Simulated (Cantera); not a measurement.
Input: 1 mol LiOH, 1 mol H2, 1.4 mol O2, equilibrated at 1250 K and 0.230 bar.

These are equilibrium values from Cantera (NASA tables, ideal gas, pure condensed phases), not measurements of a reactor. Candidate condensed phases: H2O, Li, LiH, LiOH, Li2O; 17 gas species. Rates play no part.

Base state: H2O 0.623, O2 0.374, LiOH 0.00288, Li2(OH)2 0.000127, OH 2.39e-5 (mole fractions); condensed: Li2O(s).

Question: What changes in the equilibrium state with this change: LiOH replaced by Ca(OH)2?

Answer: 
```
species         before    after
------------  --------  -------
H2O              0.623    0.690
O2               0.374    0.310
OH             2.39e-5  2.40e-5
LiOH           0.00288        0
Li2(OH)2      0.000127        0
Li2O(s), mol     0.496        0
CaO(s), mol          0     1.00
```
Further candidate phases: Ca, CaO, Ca(OH)2.
